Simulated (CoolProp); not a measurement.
Vapour-liquid equilibrium of ethylene (1) + propylene (2) at -13.55 °C; x and y are mole fractions of (1).

The numbers come from the multi-fluid Helmholtz-energy mixture model, Smukala 2000 and Lemmon 2013; pair parameters Bell 2016 in CoolProp.

| x | bubble pressure (MPa) | y at the bubble point | dew pressure at overall composition x (MPa) | liquid density (mol/L) |
|---|---|---|---|---|
| 0.05 | 0.4931 | 0.244 | 0.3998 | 13.54 |
| 0.15 | 0.7219 | 0.511 | 0.4431 | 13.75 |
| 0.25 | 0.9555 | 0.655 | 0.4965 | 13.94 |
| 0.35 | 1.193 | 0.744 | 0.5643 | 14.12 |
| 0.45 | 1.434 | 0.807 | 0.6528 | 14.28 |
| 0.55 | 1.679 | 0.854 | 0.7732 | 14.41 |
| 0.65 | 1.932 | 0.891 | 0.9460 | 14.49 |
| 0.75 | 2.197 | 0.924 | 1.212 | 14.52 |
| 0.85 | 2.482 | 0.954 | 1.658 | 14.46 |
| 0.95 | 2.798 | 0.984 | 2.441 | 14.26 |

No azeotrope shows between x = 0.05 and 0.95.

Pair parameters are fitted to limited data, so mixtures are less certain than the pure fluids.
